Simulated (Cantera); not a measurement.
An adiabatic, constant-volume homogeneous reactor starts with 5.46 % CH₄, 3.99 % H₂, 19.0 % O₂, 71.5 % N₂, at 1423 K and 760 Torr.

Computed with Cantera and GRI-Mech 3.0 (53 species, 325 reactions).

One state of this run: T (K) = 1624; P (bar) = 1.16; x CH₄ = 0.0350; x H₂ = 0.0392; x O₂ = 0.169; x C₂H₂ = 4.72e-5; x HCN = 5.06e-9; x CH₃ = 0.00249; x H = 0.000410. x: mole fraction; the columns are a selection and need not sum to one.

Question: Which value of t (s) does it belong to?
A) 0.000200
B) 0.0478
C) 4.00e-6
D) 0.500

Answer: A, 0.000200
